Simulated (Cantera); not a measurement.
A freely propagating, adiabatic, planar premixed flame of C₃H₈ : O₂ : N₂ = 1 : 5.15 : 19.4 (molar parts), equivalence ratio 0.97, unburnt at 575 K and 41000 Pa; multicomponent+Soret transport, grid criteria slope 0.08 and curve 0.16, no radiation.

Cantera simulation using GRI-Mech 3.0 (53 species, 325 reactions); the numbers are that mechanism's predictions, not measurements. GRI-Mech 3.0 was tuned for natural gas; its chemistry of propane as a main component is partial and can be far from experiment. Burning velocities carry a grid error of a few per cent, more on coarse grids.

x: mole fraction of selected species; z is measured from the peak of heat release.

```csv
z (mm),T (K),u (m/s),x C₃H₈,x O₂,x CH₂CO,x C₂H₄,x H₂O,x CH₂
-1.83,575,1.65,0.0391,0.201,<1e-8,2.44e-7,1.55e-5,<1e-8
-1.22,576,1.65,0.0391,0.201,6.00e-8,4.26e-6,0.000154,<1e-8
-0.915,579,1.66,0.0391,0.201,…,…,…,<1e-8
-0.610,603,1.74,0.0390,0.198,6.70e-6,0.000285,0.00375,<1e-8
-0.305,876,2.59,0.0319,0.171,0.000231,0.00504,0.0284,3.91e-7
-0.152,1262,3.86,0.0126,0.130,0.000958,0.0111,0.0612,1.63e-5
0,…,5.21,…,…,…,…,…,…
0.152,1836,5.80,1.24e-6,0.0526,0.000329,0.000400,0.114,3.08e-5
0.305,1879,5.93,<1e-8,0.0403,2.90e-5,1.17e-5,0.119,2.57e-6
0.610,1914,6.00,<1e-8,0.0328,1.21e-7,<1e-8,0.119,<1e-8
1.22,1959,6.11,<1e-8,0.0292,<1e-8,<1e-8,0.118,<1e-8
2.44,2017,6.26,<1e-8,0.0271,<1e-8,<1e-8,0.120,<1e-8
4.88,2093,6.47,<1e-8,0.0248,<1e-8,<1e-8,0.125,<1e-8
```

Task: Fill in the missing entries.

Result: 
- -0.915, x CH₂CO: 4.32e-7
- -0.915, x C₂H₄: 2.59e-5
- -0.915, x H₂O: 0.000636
- 0, T (K): 1660
- 0, x C₃H₈: 0.000571
- 0, x O₂: 0.0818
- 0, x CH₂CO: 0.00126
- 0, x C₂H₄: 0.00522
- 0, x H₂O: 0.0961
- 0, x CH₂: 7.35e-5
